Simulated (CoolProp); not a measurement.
Saturation properties of R11 (Tc = 198.0 °C, pc = 4.408 MPa, ω = 0.189).

The numbers come from the reference Helmholtz-energy equation of state, Jacobsen 1992 in CoolProp.

```json
[
 {"T (°C)": "-1.55", "p (MPa)": "0.03759", "liquid cp (kJ/(kg K))": "0.8578", "surface tension (mN/m)": "21.3", "vapour viscosity (µPa s)": "9.27"},
 {"T (°C)": "6.05", "p (MPa)": "0.05178", "liquid cp (kJ/(kg K))": "0.8638", "surface tension (mN/m)": "20.3", "vapour viscosity (µPa s)": "9.52"},
 {"T (°C)": "13.65", "p (MPa)": "0.06994", "liquid cp (kJ/(kg K))": "0.8703", "surface tension (mN/m)": "19.3", "vapour viscosity (µPa s)": "9.77"},
 {"T (°C)": "21.25", "p (MPa)": "0.09280", "liquid cp (kJ/(kg K))": "0.8772", "surface tension (mN/m)": "18.3", "vapour viscosity (µPa s)": "10.0"},
 {"T (°C)": "28.85", "p (MPa)": "0.1211", "liquid cp (kJ/(kg K))": "0.8846", "surface tension (mN/m)": "17.3", "vapour viscosity (µPa s)": "10.3"},
 {"T (°C)": "36.45", "p (MPa)": "0.1558", "liquid cp (kJ/(kg K))": "0.8926", "surface tension (mN/m)": "16.3", "vapour viscosity (µPa s)": "10.5"},
 {"T (°C)": "44.05", "p (MPa)": "0.1977", "liquid cp (kJ/(kg K))": "0.9011", "surface tension (mN/m)": "15.4", "vapour viscosity (µPa s)": "10.7"},
 {"T (°C)": "51.65", "p (MPa)": "0.2477", "liquid cp (kJ/(kg K))": "0.9102", "surface tension (mN/m)": "14.5", "vapour viscosity (µPa s)": "11.0"},
 {"T (°C)": "59.25", "p (MPa)": "0.3069", "liquid cp (kJ/(kg K))": "0.9201", "surface tension (mN/m)": "13.5", "vapour viscosity (µPa s)": "11.2"},
 {"T (°C)": "66.85", "p (MPa)": "0.3762", "liquid cp (kJ/(kg K))": "0.9307", "surface tension (mN/m)": "12.6", "vapour viscosity (µPa s)": "11.5"},
 {"T (°C)": "74.45", "p (MPa)": "0.4567", "liquid cp (kJ/(kg K))": "0.9422", "surface tension (mN/m)": "11.7", "vapour viscosity (µPa s)": "11.7"},
 {"T (°C)": "82.05", "p (MPa)": "0.5495", "liquid cp (kJ/(kg K))": "0.9548", "surface tension (mN/m)": "10.8", "vapour viscosity (µPa s)": "11.9"},
 {"T (°C)": "89.65", "p (MPa)": "0.6557", "liquid cp (kJ/(kg K))": "0.9685", "surface tension (mN/m)": "9.93", "vapour viscosity (µPa s)": "12.2"},
 {"T (°C)": "97.25", "p (MPa)": "0.7764", "liquid cp (kJ/(kg K))": "0.9836", "surface tension (mN/m)": "9.07", "vapour viscosity (µPa s)": "12.5"}
]
```

It boils at 23.7 °C under 1 atm.

Viscosity comes from a separate model (Klein 1997), an estimate that may be off by 10 % or more. Surface tension comes from a separate correlation (Mulero 2012).
